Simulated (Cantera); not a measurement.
Input: 1 mol Al(CH3)3, 4.3 mol H2O, 460 mol N2, held at 0.0550 bar.

Method: chemical equilibrium by Gibbs-energy minimisation in Cantera with the NASA 1993 tables (ideal gas, pure condensed phases). Candidate condensed phases: Al, AlN, Al2O3, C, C6H6, C7H8, C8H18, H2O; 148 gas species. The feed counts by its element totals alone. Mutual solubility and eutectic melting of coexisting phases are not modelled. Kinetics and transport are ignored.

### Question
Which condensed phases are stable at each of these points (T (°C)): 602, 677, 752, 827, 902, 977, 1052, 1127?

### Answer
| T (°C) | condensed phases | Al condensed (%) |
|---|---|---|
| 602 | Al2O3(s) + C(graphite) | 100.0 |
| 677 | Al2O3(s) + C(graphite) | 100.0 |
| 752 | Al2O3(s) + C(graphite) | 100.0 |
| 827 | Al2O3(s) + C(graphite) | 100.0 |
| 902 | Al2O3(s) + C(graphite) | 100.0 |
| 977 | Al2O3(s) + C(graphite) | 100.0 |
| 1052 | AlN(s) + Al2O3(s) | 100.0 |
| 1127 | AlN(s) + Al2O3(s) | 100.0 |

From 602 °C to 977 °C the condensed part is Al2O3(s) + C(graphite). From 1052 °C to 1127 °C the condensed part is AlN(s) + Al2O3(s).
